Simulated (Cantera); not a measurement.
Cantera run:

```python
import numpy as np
import cantera as ct

gas_names = """
    CL CL2 H HCL H2 N NH NH2 NH3 N2 N2H2 N2H4 Si SiCL SiCL2 SiCL3 SiCL4 SiH SiHCL3 SiH2 SiH2CL2 SiH3
    SiH3CL SiH4 SiN Si2 Si2N Si3
""".split()
cond_names = """
    NH4CL(a) NH4CL(b) Si(cr) Si(L) Si3N4(a)
""".split()


# ... load() reads the species with a 1 bar reference pressure and builds the phases ...
atoms = {
    'SiH2Cl2': {'Si': 1, 'H': 2, 'CL': 2},
    'N2': {'N': 2},
}
top_T = {'Si3N4(a)': 2400}  # K; cautious upper limits of use, not melting points


# ... equilibrate(T, P, feed) seeds the gas with the atoms and calls Mixture.equilibrate('TP', solver="vcs", rtol=1e-11, max_steps=5000) ...
results = []
feed = {'SiH2Cl2': 1, 'N2': 0.22}  # mol
T = 1925  # K
P = 990  # Pa
mix = equilibrate(T, P, feed)
results.append((T, P, feed, dict(zip(mix.species_names, mix.species_moles))))
print(gas.report(threshold=0.0001))
for i in range(1, mix.n_phases):
    print(f"{mix.phase(i).name:16s} {mix.phase_moles(i):12.5e} mol")
```

It prints:

```
       temperature   1925 K
          pressure   990 Pa
           density   0.0027886 kg/m^3
  mean mol. weight   45.084 kg/kmol
   phase of matter   gas

                          1 kg             1 kmol
                     ---------------   ---------------
          enthalpy       -1.9789e+05       -8.9218e+06  J
   internal energy       -5.5291e+05       -2.4927e+07  J
           entropy            7171.6        3.2332e+05  J/K
    Gibbs function       -1.4003e+07       -6.3132e+08  J
 heat capacity c_p            944.34             42575  J/K
 heat capacity c_v            759.92             34260  J/K

                      mass frac. Y      mole frac. X     chem. pot. / RT
                     ---------------   ---------------   ---------------
                CL         0.0020323         0.0025847           -25.609
                 H         0.0001254         0.0056086           -12.526
               HCL           0.16884           0.20879           -38.135
                H2          0.015237           0.34074           -25.051
                N2          0.061232          0.098543           -33.745
                Si         0.0010949         0.0017576            -5.666
              SiCL         0.0038132         0.0027058           -31.275
             SiCL2           0.73643           0.33542           -56.885
             SiCL3          0.010768          0.003611           -82.494
     [  +19 minor]        0.00042702        0.00024723

Si(L)             2.32654e-01 mol
Si3N4(a)          0.00000e+00 mol
```

Equilibrium computed with Cantera from the NASA thermochemical tables; the gas is ideal and each condensed phase is pure. The tables' values for SiCl3, SiCl, SiN are old estimates; treat these amounts as uncertain. Gases not in the tables: Si2H6 and higher silanes.
